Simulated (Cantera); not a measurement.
An adiabatic, constant-volume homogeneous reactor starts with 3.36 % CH₄, 15.6 % O₂, 58.8 % N₂, 22.2 % H₂O, equivalence ratio 0.43, at 1725 K and 5.00 bar.

Cantera simulation using GRI-Mech 3.0 (53 species, 325 reactions); the numbers are that mechanism's predictions, not measurements.

**Question.** Predict: time of steepest temperature rise; temperature at 4.00 s; equilibrium temperature; x(O₂) at 4.00 s; x(H₂O) at 4.00 s; x(O) at 4.00 s; x(NO) at 4.00 s.

**Answer.** 
| Quantity | Value |
|---|---|
| time of steepest temperature rise | 46.3 µs |
| temperature at 4.00 s | 2432 K |
| equilibrium temperature | 2432 K |
| x(O₂) at 4.00 s | 0.0817 (gas-phase equilibrium 0.0817) |
| x(H₂O) at 4.00 s | 0.281 (gas-phase equilibrium 0.281) |
| x(O) at 4.00 s | 0.00111 (gas-phase equilibrium 0.00111) |
| x(NO) at 4.00 s | 0.0109 (gas-phase equilibrium 0.0109) |
